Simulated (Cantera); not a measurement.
Feed: 1 mol TiO2, 0.8 mol CO, at 84.0 mbar.

Equilibrium computed with Cantera from the NASA thermochemical tables; the gas is ideal and each condensed phase is pure. Candidate condensed phases: C, Ti, TiC, TiO, TiO2, Ti2O3, Ti3O5, Ti4O7; 15 gas species. Mutual solubility and eutectic melting of coexisting phases are not modelled. Condensed phases not in the tables: Magnéli phases beyond Ti4O7. Equilibrium is a limit: real reactors are often held back by kinetics, nucleation or transport.

x: gas mole fraction; n: condensed amount in mol.

| T (K) | x CO | x CO2 | x TiO2 | x O | x O2 | x TiO | n TiO2(rutile) | n Ti4O7(s) | n Ti4O7(l) |
|---|---|---|---|---|---|---|---|---|---|
| 1898 | 0.961 | 0.0388 | 3.60e-7 | 7.58e-8 | 5.60e-9 | 2.03e-8 | 0.876 | 0.0310 | 0 |
| 1923 | 0.957 | 0.0425 | 5.95e-7 | 1.29e-7 | 1.08e-8 | 3.25e-8 | 0.864 | 0.0340 | 0 |
| 1948 | 0.953 | 0.0465 | 9.70e-7 | 2.18e-7 | 2.03e-8 | 5.14e-8 | 0.851 | 0.0372 | 0 |
| 1973 | 0.941 | (withheld) | (withheld) | (withheld) | (withheld) | (withheld) | 0.810 | 0 | (withheld) |
| 1998 | 0.924 | (withheld) | (withheld) | (withheld) | (withheld) | (withheld) | 0.757 | 0 | (withheld) |
| 2023 | 0.904 | 0.0961 | 3.89e-6 | 1.61e-6 | 3.44e-7 | 1.14e-7 | 0.692 | 0 | 0.0769 |
| 2048 | 0.879 | 0.121 | 6.05e-6 | 3.06e-6 | 8.57e-7 | 1.46e-7 | 0.614 | 0 | 0.0965 |
| 2073 | 0.850 | 0.150 | 9.28e-6 | 5.73e-6 | 2.09e-6 | 1.85e-7 | 0.521 | 0 | 0.120 |

Task: Fill in the missing entries.

Result: 
- 1973, x CO2: 0.0592
- 1973, x TiO2: 1.56e-6
- 1973, x O: 4.28e-7
- 1973, x O2: 5.23e-8
- 1973, x TiO: 6.83e-8
- 1973, n Ti4O7(l): 0.0474
- 1998, x CO2: 0.0758
- 1998, x TiO2: 2.48e-6
- 1998, x O: 8.37e-7
- 1998, x O2: 1.36e-7
- 1998, x TiO: 8.87e-8
- 1998, n Ti4O7(l): 0.0607
